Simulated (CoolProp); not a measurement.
Vapour-liquid equilibrium of R113 (1) + acetone (2) at 405.9 K; x and y are mole fractions of (1).

Computed with CoolProp (multi-fluid Helmholtz-energy mixture model, Marx 1992 and Lemmon 2006; pair parameters Bell 2016).

Problem. Give the bubble pressure and the first vapour's composition at x = 0.35, 0.5, 0.65. Is there an azeotrope?

Solution. x = 0.35: 9.744 bar, y = 0.407; x = 0.5: 9.988 bar, y = 0.522; x = 0.65: 9.999 bar, y = 0.633. y crosses x between x = 0.5 and 0.65: the model has an azeotrope there.

Pair parameters are fitted to limited data, so mixtures are less certain than the pure fluids.
